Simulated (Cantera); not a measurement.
## Catalytic stagnation flow on Pt

A jet of CH4 : O2 : N2 = 0.02 : 0.077 : 0.79 (molar parts) at 300 K and 0.237 atm hits a platinum plate 4.3 cm away at a mass flux of 0.064 kg/m²/s; the plate temperature is set and raised in steps from an oxygen-covered start.

Model: Deutschmann's 1995 Pt surface mechanism with GRI-Mech 3.0 gas chemistry, integrated in Cantera. Catalytic surfaces can have several steady states; this one follows from the mechanism file's or the stated starting coverage.

```
plate T (K)  wall x CH4  wall x O2  wall x H2O  wall x OH  wall x CO  wall x CO2  θ free Pt   θ O*    θ OH*
-----------  ----------  ---------  ----------  ---------  ---------  ----------  ---------  -----  -------
900              0.0116     0.0636      0.0204    1.98e-8    4.19e-6      0.0134      0.180  0.818  0.00178
950             0.00775     0.0554      0.0275    5.98e-8    3.89e-6      0.0181      0.248  0.750  0.00190
1000            0.00525     0.0502      0.0321    1.58e-7    3.58e-6      0.0211      0.318  0.680  0.00184
1050            0.00373     0.0470      0.0348    3.73e-7    3.38e-6      0.0229      0.388  0.610  0.00170
1100            0.00278     0.0450      0.0364    8.02e-7    3.31e-6      0.0241      0.456  0.543  0.00152
1150            0.00217     0.0438      0.0375    1.59e-6    3.36e-6      0.0247      0.521  0.478  0.00135
```
x: mole fraction at the wall; θ: surface coverage.
